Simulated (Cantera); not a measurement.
## Equilibrium for abatement and gas-phase synthesis: S + H2O + N2

Charge: 1 mol S, 5.7 mol H2O, 9.4 mol N2, equilibrated at 1.60 mbar.

Cantera equilibrium calculation (NASA polynomials, part measured and part estimated; ideal gas, pure solids and liquids). Candidate condensed phases: H2O, H2SO4, S; 60 gas species. Ions and electrons are included (thermal ionisation). The numbers say what is thermodynamically allowed, not how fast it happens.

| T (K) | x N2 | x H | x N | x O | x H2 | x H2O | x OH | x S | x SO2 | x SO | x O2 |
|---|---|---|---|---|---|---|---|---|---|---|---|
| 2500 | 0.472 | 0.188 | 5.02e-6 | 0.0516 | 0.0894 | 0.0856 | 0.0373 | 0.00545 | 0.0226 | 0.0221 | 0.0203 |
| 2750 | 0.384 | 0.342 | 3.72e-5 | 0.135 | 0.0400 | 0.0109 | 0.0250 | 0.0180 | 0.00434 | 0.0185 | 0.0149 |
| 3000 | 0.351 | 0.399 | 0.000206 | 0.186 | 0.0102 | 0.000597 | 0.00775 | 0.0309 | 0.000261 | 0.00621 | 0.00431 |
| 3250 | 0.343 | 0.411 | 0.000903 | 0.200 | 0.00262 | 3.44e-5 | 0.00214 | 0.0351 | 1.18e-5 | 0.00146 | 0.00103 |
| 3500 | 0.340 | 0.413 | 0.00323 | 0.204 | 0.000782 | 2.73e-6 | 0.000664 | 0.0360 | 6.96e-7 | 0.000370 | 0.000274 |
| 3750 | 0.335 | 0.412 | 0.00972 | 0.205 | 0.000271 | 2.95e-7 | 0.000235 | 0.0361 | 5.69e-8 | 0.000109 | 8.49e-5 |
| 4000 | 0.325 | 0.409 | 0.0253 | 0.204 | 0.000105 | 4.12e-8 | 9.34e-5 | 0.0359 | 6.20e-9 | 3.66e-5 | 3.00e-5 |
| 4250 | 0.303 | 0.403 | 0.0576 | 0.201 | 4.50e-5 | 7.03e-9 | 4.05e-5 | 0.0352 | 8.47e-10 | 1.37e-5 | 1.17e-5 |
| 4500 | 0.264 | 0.391 | 0.116 | 0.195 | 2.04e-5 | 1.39e-9 | 1.86e-5 | 0.0341 | 1.37e-10 | 5.53e-6 | 4.91e-6 |
| 4750 | 0.206 | 0.372 | 0.203 | 0.186 | 9.66e-6 | 3.06e-10 | 8.91e-6 | 0.0324 | 2.51e-11 | 2.34e-6 | 2.17e-6 |
| 5000 | 0.136 | 0.351 | 0.306 | 0.175 | 4.76e-6 | 7.44e-11 | 4.43e-6 | 0.0302 | 5.16e-12 | 1.04e-6 | 1.00e-6 |
x: gas mole fraction; nothing condenses.

From 2500 K to 5000 K nothing is condensed.
